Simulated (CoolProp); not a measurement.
Vapour-liquid equilibrium of propylene (1) + propane (2) at 0.107 MPa; x and y are mole fractions of (1).

Computed with CoolProp (multi-fluid Helmholtz-energy mixture model, Lemmon 2013 and Lemmon 2009; pair parameters Bell 2016).

| x | bubble temperature, mixture model (°C) | bubble temperature, Raoult's law (°C) | y, mixture model | y, Raoult's law |
|---|---|---|---|---|
| 0.05 | -41.3 | -41.2 | [?] | 0.063 |
| 0.125 | -42.0 | -41.6 | 0.164 | 0.154 |
| 0.2 | [?] | -42.1 | 0.253 | 0.242 |
| 0.275 | -43.1 | -42.5 | 0.335 | 0.326 |
| 0.35 | -43.6 | -43.0 | 0.414 | 0.407 |
| 0.425 | -44.1 | -43.4 | 0.488 | 0.486 |
| 0.5 | -44.5 | -43.8 | 0.559 | 0.561 |
| 0.575 | -44.9 | -44.2 | 0.628 | 0.634 |
| 0.65 | [?] | -44.6 | 0.695 | 0.704 |
| 0.725 | [?] | -45.0 | [?] | 0.771 |
| 0.8 | -45.8 | -45.4 | 0.826 | 0.837 |
| 0.875 | -46.0 | -45.8 | [?] | 0.900 |
| 0.95 | -46.3 | -46.2 | 0.956 | 0.961 |

**Question.** Complete the blanks.

**Answer.** 
- 0.05, y, mixture model: 0.068
- 0.2, bubble temperature, mixture model (°C): -42.6
- 0.65, bubble temperature, mixture model (°C): -45.2
- 0.725, bubble temperature, mixture model (°C): -45.5
- 0.725, y, mixture model: 0.761
- 0.875, y, mixture model: 0.891

The largest gap from Raoult's law is -0.7 K in bubble temperature, at x = 0.425. No azeotrope shows between x = 0.05 and 0.95.

Pair parameters are fitted to limited data, so mixtures are less certain than the pure fluids.
